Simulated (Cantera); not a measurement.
An isothermal plug-flow reactor at 1275 K and 350000 Pa (inlet), inlet velocity 0.18 m/s, active area per volume 570 1/m; feed 0.332 % CH4, 2.58 % O2, 97.1 % N2.

Detailed kinetics in Cantera: Deutschmann's 1995 Pt surface mechanism with GRI-Mech 3.0 gas chemistry. Catalytic surfaces can have several steady states; this one follows from the mechanism file's or the stated starting coverage. Mass transfer to the wall is taken as infinitely fast.

x: gas mole fraction; θ: surface coverage.

```csv
z (m),x CH4,x O2,x H2O,x CO2,x CO,θ free Pt,θ O*,θ OH*
9.8e-05,0.00265,0.0245,(withheld),0.000647,5.06e-6,0.516,0.484,0.000744
0.00017,0.00224,0.0237,(withheld),0.00105,4.31e-6,0.517,0.482,0.000924
0.00031,0.00160,0.0225,(withheld),0.00166,3.16e-6,0.520,0.479,0.00115
0.00055,0.000872,0.0211,(withheld),0.00233,1.90e-6,0.523,0.476,0.00135
0.00098,0.000279,0.0199,(withheld),0.00290,8.87e-7,0.526,0.473,0.00150
0.0017,3.88e-5,0.0194,0.00644,0.00317,2.79e-7,0.527,0.471,0.00157
0.0031,8.08e-7,0.0193,0.00657,0.00324,6.77e-8,0.528,0.471,0.00158
0.0055,4.06e-9,0.0192,0.00660,0.00327,2.69e-8,0.528,0.471,0.00159
0.0098,5.44e-10,0.0192,0.00662,0.00329,7.38e-9,0.528,0.470,0.00159
```

Task: What belongs in the gaps?

Result: 
- 9.8e-05, x H2O: 0.00131
- 0.00017, x H2O: 0.00212
- 0.00031, x H2O: 0.00336
- 0.00055, x H2O: 0.00474
- 0.00098, x H2O: 0.00591
